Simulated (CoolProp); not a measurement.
Dimethyl carbonate at several states: density (kg/m³) from the reference equation and from simpler models built on Tc = 283.9 °C, pc = 4909 kPa, ω = 0.346; each cubic takes its own stable root.

Computed with CoolProp (reference Helmholtz-energy equation of state, Zhou 2011).

```csv
T (°C),p (kPa),phase,reference
158.95,14800,liquid,902.2
140.85,204,gas,5.551
324.15,18.1,gas,0.3286
156.35,22.7,gas,0.5747
172.15,9360,liquid,870.3
```

### Question
How far does each simpler model (van der Waals, Soave-Redlich-Kwong, Peng-Robinson) lie from the reference over these 5 states: mean and median of the absolute difference, and the worst?

### Answer
- van der Waals: mean 15.3 %, median 1.3 %, worst -38.0 % at 172.15 °C and 9360 kPa
- Soave-Redlich-Kwong: mean 4.0 %, median 0.0 %, worst -10.4 % at 172.15 °C and 9360 kPa
- Peng-Robinson: mean 0.6 %, median 0.2 %, worst +1.8 % at 158.95 °C and 14800 kPa
